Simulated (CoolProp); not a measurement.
Model: reference Helmholtz-energy equation of state, Lemmon 2006, in CoolProp. It is a short technical equation, of lower accuracy than the large ones.

For C2F6 (R116), give the phase and the density (kg/m³), Joule-Thomson coefficient (K/MPa), expansivity (1/kK) at 331.3 K and 40.6 bar.


- 331.3 K and 40.6 bar: supercritical; density 314, Joule-Thomson coefficient 8.15, expansivity 12.5
